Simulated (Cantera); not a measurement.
## Silicon carbide growth: CH₃SiH₃ + C₂H₂ + H₂

Feed: 1 mol CH₃SiH₃, 0.61 mol C₂H₂, 50 mol H₂, held at 1123.15 K.

Method: chemical equilibrium by Gibbs-energy minimisation in Cantera with the NASA 1993 tables (ideal gas, pure condensed phases). Candidate condensed phases: C, C₆H₆, C₇H₈, C₈H₁₈, Si, SiC; 87 gas species. The feed counts by its element totals alone. The numbers say what is thermodynamically allowed, not how fast it happens.

```csv
P (Pa),x H₂,x CH₄,x H,x C₂H₄,n C(graphite),n SiC(s)
100,1.000,2.93e-5,1.35e-6,9.72e-10,1.22,1.00
240,1.000,7.03e-5,8.72e-7,2.33e-9,1.22,1.00
560,1.000,0.000164,5.71e-7,5.44e-9,1.21,1.00
1300,1.000,0.000381,3.75e-7,1.26e-8,1.20,1.00
3200,0.999,0.000936,2.39e-7,3.10e-8,1.17,1.00
7500,0.998,0.00219,1.56e-7,7.26e-8,1.10,1.00
18000,0.995,0.00522,1.00e-7,1.73e-7,0.942,1.00
42000,0.988,0.0120,6.55e-8,3.98e-7,0.583,1.00
100000,0.977,0.0233,4.22e-8,6.43e-7,0,1.00
```
x: gas mole fraction; n: condensed amount in mol.

From 1.00 mbar to 0.420 bar the condensed part is C(graphite) + SiC(s). At 1.00 bar the condensed part is SiC(s).
